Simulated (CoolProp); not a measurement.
Saturation properties of cyclopentane.

Computed with CoolProp (reference Helmholtz-energy equation of state, Gedanitz 2015).

| T (°C) | p (kPa) | enthalpy of vaporisation (kJ/kg) | liquid cp (kJ/(kg K)) | vapour Z | liquid conductivity (mW/(m K)) |
|---|---|---|---|---|---|
| 38.85 | 71.05 | 396.9 | 1.880 | 0.9729 | 121 |
| 59.35 | 139.6 | 381.7 | 1.988 | 0.9558 | 114 |
| 79.75 | 250.4 | 365.3 | 2.102 | 0.9329 | 107 |
| 100.15 | 418.2 | 347.2 | 2.223 | 0.9037 | 99.9 |
| 120.65 | 660.5 | 327.1 | 2.351 | 0.8673 | 93.3 |
| 141.05 | 992.6 | 304.4 | 2.491 | 0.8232 | 87.1 |
| 161.45 | 1435 | 278.3 | 2.654 | 0.7702 | 81.2 |
| 181.95 | 2011 | 247.0 | 2.872 | 0.7056 | 75.8 |
| 202.35 | 2744 | 207.8 | 3.244 | 0.6247 | 71.1 |

It boils at 49.2 °C under 1 atm.

Thermal conductivity comes from a separate model (Vassiliou 2015).
